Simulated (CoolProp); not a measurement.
R245fa along the isotherm 440 K: fugacity coefficient from the reference equation and from simpler models built on Tc = 427.0 K, pc = 3.651 MPa, ω = 0.378; each cubic takes its own stable root.

The numbers come from the reference Helmholtz-energy equation of state, Akasaka 2015 in CoolProp.

```json
[
 {"p (MPa)": "0.498", "phase": "gas", "reference": "0.9598", "Soave-Redlich-Kwong": "0.9586", "Peng-Robinson": "0.9538"},
 {"p (MPa)": "0.996", "phase": "gas", "reference": "0.9199", "Soave-Redlich-Kwong": "0.9179", "Peng-Robinson": "0.9088"},
 {"p (MPa)": "1.49", "phase": "gas", "reference": "0.8807", "Soave-Redlich-Kwong": "0.8782", "Peng-Robinson": "0.8652"},
 {"p (MPa)": "1.99", "phase": "gas", "reference": "0.8411", "Soave-Redlich-Kwong": "0.8384", "Peng-Robinson": "0.8221"},
 {"p (MPa)": "2.49", "phase": "gas", "reference": "0.8016", "Soave-Redlich-Kwong": "0.7989", "Peng-Robinson": "0.7798"},
 {"p (MPa)": "2.99", "phase": "gas", "reference": "0.7618", "Soave-Redlich-Kwong": "0.7596", "Peng-Robinson": "0.7382"},
 {"p (MPa)": "3.49", "phase": "gas", "reference": "0.7215", "Soave-Redlich-Kwong": "0.7200", "Peng-Robinson": "0.6968"},
 {"p (MPa)": "3.98", "phase": "supercritical", "reference": "0.6806", "Soave-Redlich-Kwong": "0.6804", "Peng-Robinson": "0.6559"},
 {"p (MPa)": "4.48", "phase": "supercritical", "reference": "0.6358", "Soave-Redlich-Kwong": "0.6378", "Peng-Robinson": "0.6129"},
 {"p (MPa)": "4.98", "phase": "supercritical", "reference": "0.5897", "Soave-Redlich-Kwong": "0.5958", "Peng-Robinson": "0.5711"},
 {"p (MPa)": "5.48", "phase": "supercritical", "reference": "0.5498", "Soave-Redlich-Kwong": "0.5591", "Peng-Robinson": "0.5345"}
]
```
